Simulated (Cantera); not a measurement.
**Catalytic combustion on Pt**

An isothermal plug-flow reactor at 525 K and 1500 Torr (inlet), inlet velocity 0.46 m/s, active area per volume 5200 1/m; feed 0.312 % H2, 8.33 % O2, 91.4 % N2, equivalence ratio 0.019.

Detailed kinetics in Cantera: Deutschmann's 1995 Pt surface mechanism with GRI-Mech 3.0 gas chemistry. Catalytic surfaces can have several steady states; this one follows from the mechanism file's or the stated starting coverage. Mass transfer to the wall is taken as infinitely fast.

```tsv
z (m)	x H2	x O2	x H2O	θ free Pt	θ O*	θ OH*
7.1e-05	0.00138	0.0825	0.00175	0.0253	0.965	0.00982
0.00015	0.000848	0.0822	0.00228	0.0156	0.976	0.00832
0.00033	0.000451	0.0820	0.00268	0.00832	0.985	0.00640
0.00071	0.000227	0.0819	0.00290	0.00419	0.991	0.00467
0.0015	0.000111	0.0819	0.00302	0.00206	0.995	0.00332
0.0033	5.15e-5	0.0819	0.00308	0.000956	0.997	0.00228
0.0071	2.40e-5	0.0818	0.00310	0.000453	0.998	0.00158
```
x: gas mole fraction; θ: surface coverage.
